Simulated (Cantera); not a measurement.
## Low-pressure radical oxidation in H2/O2

An isothermal, constant-pressure homogeneous reactor starts with H2 : O2 : N2 = 0.022 : 1 : 1.4 (molar parts), at 1225 K and 2.93 Torr.

Detailed kinetics in Cantera: the H2/O2 subset of GRI-Mech 3.0, which has no nitrogen chemistry. Radical loss at walls, strong at low pressure, is not modelled.

```csv
t (s),x H2,x O2,x H2O2,x HO2,x H2O
6.00e-6,0.00908,0.413,<1e-12,9.61e-12,<1e-12
2.28e-5,0.00908,0.413,<1e-12,3.65e-11,<1e-12
8.68e-5,0.00908,0.413,<1e-12,1.39e-10,<1e-12
0.000330,0.00908,0.413,<1e-12,5.29e-10,1.98e-11
0.00126,0.00908,0.413,<1e-12,2.01e-9,6.56e-10
0.00478,0.00908,0.413,4.65e-12,7.66e-9,2.33e-8
0.0182,0.00905,0.413,6.83e-11,4.46e-8,2.32e-5
0.0691,7.98e-5,0.405,4.51e-9,1.96e-7,0.00825
0.263,7.13e-5,0.405,4.37e-9,1.89e-7,0.00832
1.00,5.59e-5,0.406,4.31e-9,1.72e-7,0.00849
```
x: mole fraction; the columns are a selection and need not sum to one.

Equilibrium at this temperature and pressure: H2 4.85e-9, O2 0.410, H2O2 1.09e-11, HO2 2.20e-9, H2O 0.00912 (gas phase only).
